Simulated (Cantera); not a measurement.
A closed system holds: 1 mol SiH2Cl2, 0.0064 mol C2H2, a varied amount of H2, at 1598.15 K and 100000 Pa.

Cantera equilibrium calculation (NASA polynomials, part measured and part estimated; ideal gas, pure solids and liquids). Candidate condensed phases: C, C6H6, C7H8, C8H18, Si, SiC; 109 gas species. Mutual solubility and eutectic melting of coexisting phases are not modelled. Equilibrium is a limit: real reactors are often held back by kinetics, nucleation or transport.

x: gas mole fraction; n: condensed amount in mol.

```json
[
 {"n(H2) (mol)": "160", "x H2": "0.988", "x HCl": "0.0114", "x SiCl2": "0.000452", "x H": "5.30e-5", "x CH4": "1.68e-5", "x SiH2Cl2": "…", "x SiCl3": "7.14e-6", "n Si(s)": "0.912", "n SiC(s)": "0.0101"},
 {"n(H2) (mol)": "210", "x H2": "0.991", "x HCl": "0.00886", "x SiCl2": "0.000273", "x H": "5.31e-5", "x CH4": "1.69e-5", "x SiH2Cl2": "…", "x SiCl3": "3.35e-6", "n Si(s)": "0.929", "n SiC(s)": "0.00922"},
 {"n(H2) (mol)": "280", "x H2": "0.993", "x HCl": "0.00676", "x SiCl2": "0.000158", "x H": "5.31e-5", "x CH4": "1.69e-5", "x SiH2Cl2": "…", "x SiCl3": "1.48e-6", "n Si(s)": "0.943", "n SiC(s)": "0.00801"},
 {"n(H2) (mol)": "380", "x H2": "0.995", "x HCl": "0.00505", "x SiCl2": "8.83e-5", "x H": "5.32e-5", "x CH4": "1.70e-5", "x SiH2Cl2": "…", "x SiCl3": "6.17e-7", "n Si(s)": "0.956", "n SiC(s)": "0.00629"},
 {"n(H2) (mol)": "510", "x H2": "0.996", "x HCl": "0.00380", "x SiCl2": "5.00e-5", "x H": "5.32e-5", "x CH4": "1.71e-5", "x SiH2Cl2": "…", "x SiCl3": "2.62e-7", "n Si(s)": "0.966", "n SiC(s)": "0.00406"},
 {"n(H2) (mol)": "690", "x H2": "0.997", "x HCl": "0.00283", "x SiCl2": "2.77e-5", "x H": "5.32e-5", "x CH4": "1.71e-5", "x SiH2Cl2": "…", "x SiCl3": "1.08e-7", "n Si(s)": "0.974", "n SiC(s)": "0.000959"},
 {"n(H2) (mol)": "930", "x H2": "0.998", "x HCl": "0.00211", "x SiCl2": "1.54e-5", "x H": "5.33e-5", "x CH4": "1.37e-5", "x SiH2Cl2": "…", "x SiCl3": "4.50e-8", "n Si(s)": "0.979", "n SiC(s)": "0"},
 {"n(H2) (mol)": "1300", "x H2": "0.998", "x HCl": "0.00152", "x SiCl2": "7.96e-6", "x H": "5.33e-5", "x CH4": "9.82e-6", "x SiH2Cl2": "…", "x SiCl3": "1.67e-8", "n Si(s)": "0.980", "n SiC(s)": "0"},
 {"n(H2) (mol)": "1700", "x H2": "0.999", "x HCl": "0.00116", "x SiCl2": "4.68e-6", "x H": "5.33e-5", "x CH4": "7.51e-6", "x SiH2Cl2": "…", "x SiCl3": "7.52e-9", "n Si(s)": "0.980", "n SiC(s)": "0"}
]
```

### Question
Fill in the missing entries.

### Answer

- 160, x SiH2Cl2: 7.23e-6
- 210, x SiH2Cl2: 4.37e-6
- 280, x SiH2Cl2: 2.55e-6
- 380, x SiH2Cl2: 1.42e-6
- 510, x SiH2Cl2: 8.05e-7
- 690, x SiH2Cl2: 4.47e-7
- 930, x SiH2Cl2: 2.49e-7
- 1300, x SiH2Cl2: 1.29e-7
- 1700, x SiH2Cl2: 7.56e-8
